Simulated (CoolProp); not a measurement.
Saturated liquid density (kg/m³) of C3F8 (R218): the reference equation beside estimates from Tc = 71.9 °C, pc = 2.640 MPa, ω = 0.317. Rackett uses Z = 0.29056 − 0.08775 ω.

Model: reference Helmholtz-energy equation of state, Lemmon 2006, in CoolProp. It is a short technical equation, of lower accuracy than the large ones.

```csv
T (°C),reference,Rackett,van der Waals,Redlich-Kwong,Soave-Redlich-Kwong,Peng-Robinson
-108.75,1871,2001,1149,1709,1752,1969
-98.15,1834,1963,1130,1677,1726,1941
-87.65,1798,…,1110,1644,1697,1911
-77.05,1760,1885,1089,1609,1667,1878
-66.45,1723,1844,1067,1571,1634,1843
-55.85,1684,…,1044,1532,1598,1805
-45.25,1644,1758,1020,1490,1560,1763
-34.65,1603,1712,995.2,1445,1518,1718
-24.05,1560,1665,968.4,1398,1473,1669
-13.45,1516,1615,939.9,1347,1424,1614
-2.85,1468,1562,909.3,…,1370,1554
7.75,1417,1505,876.3,1232,1310,1487
18.25,1362,1444,840.6,1168,1244,…
28.85,1300,1377,…,1096,1168,1325
```

Q: What belongs in the gaps?

A: 
- -87.65, Rackett: 1925
- -55.85, Rackett: 1802
- -2.85, Redlich-Kwong: 1292
- 18.25, Peng-Robinson: 1412
- 28.85, van der Waals: 800.7

Absolute difference from the reference over all 14 rows, mean and median: Rackett 6.7 and 6.9 %, van der Waals 38.2 and 38.1 %, Redlich-Kwong 10.6 and 9.6 %, Soave-Redlich-Kwong 6.3 and 5.8 %, Peng-Robinson 5.9 and 6.4 %.
